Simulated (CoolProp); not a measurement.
Properties of carbonyl sulfide along the isobar 1.4 MPa.

The numbers come from the reference Helmholtz-energy equation of state, Lemmon 2006 in CoolProp. It is a short technical equation, of lower accuracy than the large ones.

```csv
T (K),phase,Z,Joule-Thomson coefficient (K/MPa),fugacity coefficient
236,liquid,0.03733,-0.3989,0.1264
258.3,liquid,0.03570,-0.3230,0.2775
280.5,liquid,0.03464,-0.2065,0.5212
302.8,gas,0.8267,22.20,0.8543
325.1,gas,0.8677,17.83,0.8834
347.4,gas,0.8954,14.84,0.9050
369.7,gas,0.9154,12.63,0.9215
392,gas,0.9305,10.93,0.9345
414.3,gas,0.9422,9.578,0.9449
```
